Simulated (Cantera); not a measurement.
Stirred combustor or abatement burner

A perfectly stirred reactor is fed with CH₄ : CO : O₂ : N₂ = 1 : 0.14 : 4.31 : 16.2 (molar parts), equivalence ratio 0.48, at 19.7 atm; it is adiabatic with a 600 K inlet, and is followed from long to short residence time, starting on the burning branch (τ in s: 0.3, 0.14, 0.067, 0.032, 0.015, 0.0071, 0.0033, 0.0016, 0.00074, 0.00035, 0.00017, 7.8e-05, 3.7e-05).

Detailed kinetics in Cantera: GRI-Mech 3.0 (53 species, 325 reactions). The pressure lies above the range GRI-Mech 3.0 was tuned for (to about 10 atm).

| τ (s) | T (K) | x CH₄ | x CO | x O₂ | x CH₂CO | x H | x HCO | x C₂H₆ |
|---|---|---|---|---|---|---|---|---|
| 0.30 | 1697 | 1.65e-6 | 2.16e-5 | 0.104 | 1.78e-10 | 5.31e-8 | 2.55e-10 | 6.68e-11 |
| 0.14 | 1696 | 3.38e-6 | 4.20e-5 | 0.104 | 7.39e-10 | 7.22e-8 | 5.43e-10 | 2.77e-10 |
| 0.067 | 1696 | 6.58e-6 | 8.04e-5 | 0.104 | 2.76e-9 | 1.10e-7 | 1.13e-9 | 1.03e-9 |
| 0.032 | 1695 | 1.25e-5 | 0.000153 | 0.104 | 9.67e-9 | 1.87e-7 | 2.34e-9 | 3.56e-9 |
| 0.015 | 1694 | 2.37e-5 | 0.000293 | 0.104 | 3.30e-8 | 3.48e-7 | 4.96e-9 | 1.21e-8 |
| 0.0071 | 1691 | 4.46e-5 | 0.000558 | 0.104 | 1.08e-7 | 6.69e-7 | 1.05e-8 | 3.92e-8 |
| 0.0033 | 1686 | 8.74e-5 | 0.00111 | 0.104 | 3.68e-7 | 1.33e-6 | 2.27e-8 | 1.34e-7 |
| 0.0016 | 1675 | 0.000177 | 0.00223 | 0.105 | 1.27e-6 | 2.56e-6 | 4.83e-8 | 4.72e-7 |
| 0.00074 | 1641 | 0.000473 | 0.00553 | 0.107 | 6.30e-6 | 4.89e-6 | 1.14e-7 | 2.55e-6 |
| 0.00035 | 600 | 0.0462 | 0.00647 | 0.199 | <1e-12 | <1e-12 | <1e-12 | <1e-12 |
| 0.00017 | 600 | 0.0462 | 0.00647 | 0.199 | <1e-12 | <1e-12 | <1e-12 | <1e-12 |
| 7.8e-5 | 600 | 0.0462 | 0.00647 | 0.199 | <1e-12 | <1e-12 | <1e-12 | <1e-12 |
| 3.7e-5 | 600 | 0.0462 | 0.00647 | 0.199 | <1e-12 | <1e-12 | <1e-12 | <1e-12 |
x: mole fraction; the columns are a selection and need not sum to one.
